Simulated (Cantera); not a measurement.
A closed system holds: 1 mol Si2H6, 0.29 mol O2, 5.6 mol H2, at 5.60 mbar.

These are equilibrium values from Cantera (NASA tables, ideal gas, pure condensed phases), not measurements of a reactor. Candidate condensed phases: H2O, Si, SiO2; 18 gas species. The feed counts by its element totals alone. Mutual solubility and eutectic melting of coexisting phases are not modelled. The tables hold silica as quartz up to 1696 K and as liquid above; real silica turns to tridymite and cristobalite and melts near 1996 K. Rates play no part.

x: gas mole fraction; n: condensed amount in mol.

| T (°C) | x H2 | x SiO | x H | x H2O | x Si | x SiH2 | n Si(s) | n SiO2(α-quartz) | n SiO2(β-quartz) |
|---|---|---|---|---|---|---|---|---|---|
| 552 | 1.00 | 1.28e-11 | 1.06e-10 | 5.10e-12 | <1e-12 | <1e-12 | 1.71 | 0.290 | 0 |
| 602 | 1.00 | 2.35e-10 | 6.70e-10 | 2.85e-11 | <1e-12 | 1.48e-12 | 1.71 | 0 | 0.290 |
| 652 | 1.00 | 3.13e-9 | 3.48e-9 | 1.32e-10 | <1e-12 | 8.89e-12 | 1.71 | 0 | 0.290 |
| 702 | 1.00 | 3.18e-8 | 1.53e-8 | 5.18e-10 | <1e-12 | 4.45e-11 | 1.71 | 0 | 0.290 |
| 752 | 1.00 | 2.57e-7 | 5.82e-8 | 1.78e-9 | <1e-12 | 1.90e-10 | 1.71 | 0 | 0.290 |
| 802 | 1.000 | 1.71e-6 | 1.96e-7 | 5.42e-9 | [?] | 7.12e-10 | 1.71 | 0 | 0.290 |
| 852 | 1.000 | 9.54e-6 | 5.94e-7 | 1.49e-8 | [?] | 2.37e-9 | 1.71 | 0 | 0.290 |
| 902 | 1.000 | 4.59e-5 | 1.64e-6 | 3.76e-8 | [?] | 7.10e-9 | 1.71 | 0 | 0.290 |
| 952 | 1.000 | 0.000194 | 4.16e-6 | 8.78e-8 | [?] | 1.95e-8 | 1.71 | 0 | 0.289 |
| 1002 | 0.999 | 0.000729 | 9.85e-6 | 1.91e-7 | [?] | 4.93e-8 | 1.71 | 0 | 0.287 |
| 1052 | 0.998 | 0.00248 | 2.18e-5 | 3.92e-7 | [?] | 1.16e-7 | 1.70 | 0 | 0.279 |
| 1102 | 0.992 | 0.00767 | 4.56e-5 | 7.59e-7 | [?] | 2.56e-7 | 1.68 | 0 | 0.257 |
| 1152 | 0.978 | 0.0219 | 9.01e-5 | 1.39e-6 | [?] | 5.30e-7 | 1.61 | 0 | 0.194 |
| 1202 | 0.942 | 0.0582 | 0.000168 | 2.37e-6 | [?] | 1.02e-6 | 1.44 | 0 | 0.0241 |

**Question.** Fill in the missing entries.

**Answer.** 
- 802, x Si: 1.35e-12
- 852, x Si: 1.25e-11
- 902, x Si: 9.56e-11
- 952, x Si: 6.18e-10
- 1002, x Si: 3.44e-9
- 1052, x Si: 1.68e-8
- 1102, x Si: 7.33e-8
- 1152, x Si: 2.88e-7
- 1202, x Si: 1.03e-6
